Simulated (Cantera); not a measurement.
What does this Cantera script print?

```python
import numpy as np
import cantera as ct

gas = ct.Solution("h2o2.yaml")
gas.TPX = 1075, 44000, {'H2': 1.1, 'O2': 1, 'N2': 1.6}
inlet = ct.Reservoir(gas, clone=True)

reactor = ct.IdealGasConstPressureReactor(gas, energy="off", clone=False)
exhaust = ct.Reservoir(gas, clone=True)
tau = [3.1, 1.6, 0.84, 0.44, 0.23, 0.12, 0.062, 0.032, 0.017, 0.0089, 0.0046][0]
for a, b in ((inlet, reactor), (reactor, exhaust)):
    ct.MassFlowController(a, b, mdot=lambda t: reactor.mass / tau)
net = ct.ReactorNet([reactor])
show = ['H2', 'O2', 'OH', 'H2O2', 'O', 'H2O', 'HO2']

rows = []
print(f"{'tau/s':>10s}{'T/K':>9s}" + "".join(f"{s:>11s}" for s in show))
for tau in [3.1, 1.6, 0.84, 0.44, 0.23, 0.12, 0.062, 0.032, 0.017, 0.0089, 0.0046]:
    net.initial_time = 0.0
    net.advance(30 * tau)
    before = gas.X
    net.advance(40 * tau)
    drift = np.max(np.abs(gas.X - before) / (gas.X + 1e-9))
    rows.append([gas.T, *gas[show].X, drift])
    print(f"{tau:10.3e}{gas.T:9.1f}" + "".join(f"{x:11.3e}" for x in gas[show].X))
```

It prints:

```
     tau/s      T/K         H2         O2         OH       H2O2          O        H2O        HO2
 3.100e+00   1075.0  1.184e-03  1.433e-01  1.232e-05  7.434e-06  3.106e-06  3.478e-01  2.663e-05
 1.600e+00   1075.0  1.726e-03  1.436e-01  1.622e-05  1.155e-05  5.266e-06  3.471e-01  3.498e-05
 8.400e-01   1075.0  2.432e-03  1.439e-01  2.171e-05  1.615e-05  8.693e-06  3.463e-01  4.430e-05
 4.400e-01   1075.0  3.314e-03  1.442e-01  3.011e-05  2.016e-05  1.430e-05  3.453e-01  5.424e-05
 2.300e-01   1075.0  4.352e-03  1.446e-01  4.345e-05  2.218e-05  2.361e-05  3.440e-01  6.418e-05
 1.200e-01   1075.0  5.565e-03  1.451e-01  6.458e-05  2.180e-05  3.906e-05  3.426e-01  7.381e-05
 6.200e-02   1075.0  7.072e-03  1.458e-01  9.750e-05  1.981e-05  6.467e-05  3.408e-01  8.342e-05
 3.200e-02   1075.0  9.033e-03  1.466e-01  1.465e-04  1.727e-05  1.055e-04  3.384e-01  9.309e-05
 1.700e-02   1075.0  1.153e-02  1.476e-01  2.137e-04  1.496e-05  1.656e-04  3.354e-01  1.024e-04
 8.900e-03   1075.0  1.494e-02  1.490e-01  3.103e-04  1.302e-05  2.576e-04  3.312e-01  1.118e-04
 4.600e-03   1075.0  1.963e-02  1.509e-01  4.479e-04  1.157e-05  3.968e-04  3.254e-01  1.208e-04
```

Detailed kinetics in Cantera: the H2/O2 subset of GRI-Mech 3.0, which has no nitrogen chemistry. The temperature is held fixed by assumption; the heat of reaction is taken as removed at once.
